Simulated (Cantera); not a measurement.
Feed: 1 mol Si, a varied amount of Cl2, 2.4 mol H2, at 875 K and 1.00 bar.

Equilibrium computed with Cantera from the NASA thermochemical tables; the gas is ideal and each condensed phase is pure. Candidate condensed phases: Si; 19 gas species. The tables' values for SiCl3 are old estimates; treat these amounts as uncertain. Kinetics and transport are ignored.

Q: At 0.5 mol Cl2, list the 4 most abundant gas species with their mole fractions, and the condensed phases.

A: H2 0.891, SiCl4 0.0628, SiHCl3 0.0406, HCl 0.00302. Condensed: Si(s).
